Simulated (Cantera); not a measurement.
What does this Cantera script print?

```python
import numpy as np
import cantera as ct

gas_names = """
    H H2 N NH NH2 NH3 N2 N2H2 N2H4 Si SiH SiH2 SiH3 SiH4 SiN Si2 Si2N Si3
""".split()
cond_names = """
    Si(cr) Si(L) Si3N4(a)
""".split()


# ... load() reads the species with a 1 bar reference pressure and builds the phases ...
atoms = {
    'trisilylamine': {'Si': 3, 'N': 1, 'H': 9},
    'N2': {'N': 2},
    'H2': {'H': 2},
}
top_T = {'Si3N4(a)': 2400}  # K; cautious upper limits of use, not melting points


# ... equilibrate(T, P, feed) seeds the gas with the atoms and calls Mixture.equilibrate('TP', solver="vcs", rtol=1e-11, max_steps=5000) ...
results = []
feed = {'trisilylamine': 1, 'N2': 34, 'H2': 17}  # mol
P = 31  # Pa
for T in [1400, 1450, 1500, 1550, 1600, 1650, 1700]:
    mix = equilibrate(T, P, feed)
    results.append((T, P, feed, dict(zip(mix.species_names, mix.species_moles))))

top = {s: max(r[3][s] / sum(r[3][g] for g in gas_names) for r in results) for s in gas_names}
cols = sorted((s for s in top if top[s] > 1e-06), key=lambda s: -top[s])[:6]
seen = [c for c in cond_names if any(r[3].get(c, 0) > 1e-12 for r in results)]
print("log10 of partial pressures in bar; condensed amounts in mol")
print(f"{'T/K':>10s}" + "".join(f"{s[:9]:>10s}" for s in cols + seen))
for T, P, feed, n in results:
    ng = sum(n[g] for g in gas_names)
    print(f"{T:10.4g}" + "".join(f"{np.log10(max(n[s] / ng * P / 1e5, 1e-99)):10.3f}" for s in cols)
          + "".join(f"{n.get(c, 0):10.4g}" for c in seen))
```

Output:

```
log10 of partial pressures in bar; condensed amounts in mol
       T/K        N2        H2         H        Si       SiH      Si2N    Si(cr)     Si(L)  Si3N4(a)
      1400    -3.729    -3.909    -7.267   -10.093   -11.349   -12.538         0         0         1
      1450    -3.729    -3.909    -6.979    -9.204   -10.559   -11.405         0         0         1
      1500    -3.729    -3.909    -6.709    -8.374    -9.823   -10.350         0         0    0.9997
      1550    -3.729    -3.910    -6.457    -7.600    -9.135    -9.365         0         0    0.9984
      1600    -3.720    -3.926    -6.228    -7.011    -8.636    -8.711     2.981         0         0
      1650    -3.720    -3.927    -6.005    -6.572    -8.274    -8.330     2.948         0         0
      1700    -3.721    -3.929    -5.796    -6.168    -7.944    -7.990         0     2.868         0
```

Method: chemical equilibrium by Gibbs-energy minimisation in Cantera with the NASA 1993 tables (ideal gas, pure condensed phases). The feed counts by its element totals alone. The tables' values for SiN are old estimates; treat these amounts as uncertain.
